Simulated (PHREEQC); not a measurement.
Solution (20 °C): 21 mmol/kgw Mg(NO3)2. Closed to the air; pH follows from the charge balance.

Computed with PHREEQC (ion-association model, phreeqc.dat).

No solid was allowed to form.

Problem. Estimate the specific conductance, density.

Solution. specific conductance 3750 µS/cm; density 1.001 g/cm³.
